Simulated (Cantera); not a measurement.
## Si₃N₄ + O₂ + H₂ (nitride etching)

Input: 1 mol Si₃N₄, 6.1 mol O₂, a varied amount of H₂, equilibrated at 1873 K and 3.70 mbar.

Cantera equilibrium calculation (NASA polynomials, part measured and part estimated; ideal gas, pure solids and liquids). Candidate condensed phases: H₂O, Si, SiO₂, Si₂N₂O, Si₃N₄; 35 gas species. The tables hold silica as quartz up to 1696 K and as liquid above; real silica turns to tridymite and cristobalite and melts near 1996 K. Equilibrium is a limit: real reactors are often held back by kinetics, nucleation or transport.

From 7.1 mol H₂ to 39 mol H₂ the condensed part is SiO₂(condensed). The main Si-bearing gas is SiO throughout. The share of Si in condensed phases is highest at 7.1 mol H₂ (99.9 %) and lowest at 39 mol H₂ (84.4 %).

```json
[
 {"n(H₂) (mol)": "7.1", "x H₂": "0.0979", "x H₂O": "0.677", "x N₂": "0.219", "x SiO": "0.000336", "x H": "0.00332", "x OH": "0.00178", "n SiO₂(condensed)": "3.00"},
 {"n(H₂) (mol)": "8.8", "x H₂": "0.237", "x H₂O": "0.572", "x N₂": "0.184", "x SiO": "0.000962", "x H": "0.00516", "x OH": "0.000968", "n SiO₂(condensed)": "2.99"},
 {"n(H₂) (mol)": "11", "x H₂": "0.363", "x H₂O": "0.475", "x N₂": "0.153", "x SiO": "0.00177", "x H": "0.00639", "x OH": "0.000650", "n SiO₂(condensed)": "2.98"},
 {"n(H₂) (mol)": "13", "x H₂": "0.445", "x H₂O": "0.413", "x N₂": "0.132", "x SiO": "0.00250", "x H": "0.00708", "x OH": "0.000510", "n SiO₂(condensed)": "2.96"},
 {"n(H₂) (mol)": "17", "x H₂": "0.556", "x H₂O": "0.327", "x N₂": "0.104", "x SiO": "0.00395", "x H": "0.00791", "x OH": "0.000361", "n SiO₂(condensed)": "2.92"},
 {"n(H₂) (mol)": "21", "x H₂": "0.628", "x H₂O": "0.272", "x N₂": "0.0861", "x SiO": "0.00536", "x H": "0.00841", "x OH": "0.000283", "n SiO₂(condensed)": "2.88"},
 {"n(H₂) (mol)": "26", "x H₂": "0.688", "x H₂O": "0.226", "x N₂": "0.0706", "x SiO": "0.00708", "x H": "0.00880", "x OH": "0.000224", "n SiO₂(condensed)": "2.80"},
 {"n(H₂) (mol)": "32", "x H₂": "0.735", "x H₂O": "0.189", "x N₂": "0.0580", "x SiO": "0.00905", "x H": "0.00910", "x OH": "0.000181", "n SiO₂(condensed)": "2.69"},
 {"n(H₂) (mol)": "39", "x H₂": "0.771", "x H₂O": "0.160", "x N₂": "0.0480", "x SiO": "0.0112", "x H": "0.00932", "x OH": "0.000150", "n SiO₂(condensed)": "2.53"}
]
```
x: gas mole fraction; n: condensed amount in mol.
